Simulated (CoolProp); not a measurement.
Vapour-liquid equilibrium of ethanol (1) + dimethyl carbonate (2) at 387.6 K; x and y are mole fractions of (1).

Computed with CoolProp (multi-fluid Helmholtz-energy mixture model, Schroeder 2014 and Zhou 2011; pair parameters Bell 2016).

```
x      bubble pressure, mixture model (bar)  bubble pressure, Raoult's law (bar)  y, mixture model  y, Raoult's law
-----  ------------------------------------  -----------------------------------  ----------------  ---------------
0.05                                  2.379                                2.155             0.161            0.084
0.125                                 2.746                                2.269             0.317            0.198
0.2                                   3.031                                2.383             0.419            0.302
0.275                                 3.250                                2.497             0.492            0.397
0.35                                  3.419                                2.611             0.547            0.483
0.425                                 3.548                                2.726             0.593            0.562
0.5                                   3.647                                2.840             0.632            0.634
0.575                                 3.721                                2.954             0.669            0.701
0.65                                  3.773                                3.068             0.706            0.763
0.725                                 3.805                                3.182             0.746            0.820
0.8                                   3.810                                3.297             0.793            0.874
0.875                                 3.781                                3.411             0.851            0.924
0.95                                  3.699                                3.525             0.929            0.971
```

The largest gap from Raoult's law is +30.9 % in bubble pressure, at x = 0.35. y crosses x between x = 0.725 and 0.8: the model has an azeotrope there.

Pair parameters are fitted to limited data, so mixtures are less certain than the pure fluids.
